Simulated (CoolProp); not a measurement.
Values from CoolProp's reference Helmholtz-energy equation of state, Thol 2014.

Question: For chloromethane (R40), give the phase and the cp (kJ/(kg K)), cv (kJ/(kg K)), speed of sound (m/s) at 140.55 °C and 288 kPa.

Answer: 
- 140.55 °C and 288 kPa: gas; cp 0.995, cv 0.818, speed of sound 283
